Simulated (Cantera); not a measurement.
An isothermal, constant-pressure homogeneous reactor starts with C₂H₆ : H₂ = 1 : 57 (molar parts), at 1125 K and 750 Torr. Integrator tolerance rtol = 1e-08.

Cantera simulation using GRI-Mech 3.0 (53 species, 325 reactions); the numbers are that mechanism's predictions, not measurements. GRI-Mech 3.0 stops at C3 and has no aromatics, soot or wall deposition, so with more carbon than oxygen in the feed, carbon stays in small species such as C2H2 where larger ones or solid carbon would form.

**Question.** What does this change do: temperature 1125 to 1050 K?

**Answer.** 
```csv
quantity,before,after
x(C₂H₆) at 4.00 s,0.00182 (gas-phase equilibrium 5.79e-7),0.00797 (gas-phase equilibrium 3.31e-7)
x(H₂) at 4.00 s,0.972 (gas-phase equilibrium 0.966),0.981 (gas-phase equilibrium 0.966)
x(C₂H₄) at 4.00 s,0.00485 (gas-phase equilibrium 1.52e-6),0.00693 (gas-phase equilibrium 2.90e-7)
x(CH₄) at 4.00 s,0.0207 (gas-phase equilibrium 0.0345),0.00436 (gas-phase equilibrium 0.0345)
x(C₂H) at 4.00 s,<1e-12 (gas-phase equilibrium <1e-12),<1e-12 (gas-phase equilibrium <1e-12)
x(CH₃) at 4.00 s,3.06e-7 (gas-phase equilibrium 2.90e-8),2.15e-8 (gas-phase equilibrium 5.10e-9)
```

**Question.** What does this change do: C2H6 1 to 0.48 parts?

**Answer.** 
```csv
quantity,before,after
x(C₂H₆) at 4.00 s,0.00182 (gas-phase equilibrium 5.79e-7),0.000868 (gas-phase equilibrium 1.33e-7)
x(H₂) at 4.00 s,0.972 (gas-phase equilibrium 0.966),0.987 (gas-phase equilibrium 0.983)
x(C₂H₄) at 4.00 s,0.00485 (gas-phase equilibrium 1.52e-6),0.00228 (gas-phase equilibrium 3.43e-7)
x(CH₄) at 4.00 s,0.0207 (gas-phase equilibrium 0.0345),0.0102 (gas-phase equilibrium 0.0167)
x(C₂H) at 4.00 s,<1e-12 (gas-phase equilibrium <1e-12),<1e-12 (gas-phase equilibrium <1e-12)
x(CH₃) at 4.00 s,3.06e-7 (gas-phase equilibrium 2.90e-8),1.52e-7 (gas-phase equilibrium 1.39e-8)
```
